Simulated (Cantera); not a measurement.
A perfectly stirred reactor is fed with CH4 : H2 : O2 = 0.01 : 1 : 0.0094 (molar parts), at 0.290 bar; it is held at 1625 K, and followed from long to short residence time.

Computed with Cantera and GRI-Mech 3.0 (53 species, 325 reactions).

Problem. What does this change do: temperature 1625 to 2773 K?

Solution. 
```
quantity                  before    after
----------------------  --------  -------
x(CH4) at τ = 1.10 s     0.00729  1.55e-7
x(H2) at τ = 1.10 s        0.973    0.855
x(O2) at τ = 1.10 s      2.42e-5  1.15e-7
x(C2H4) at τ = 1.10 s    3.08e-5   <1e-12
x(CH2) at τ = 1.10 s     4.23e-9  9.68e-8
x(CH4) at τ = 11.0 ms    0.00860  2.26e-5
x(H2) at τ = 11.0 ms       0.972    0.871
x(O2) at τ = 11.0 ms    0.000427  1.02e-6
x(C2H4) at τ = 11.0 ms   2.89e-5  9.58e-9
x(CH2) at τ = 11.0 ms    1.38e-7  1.04e-5
```
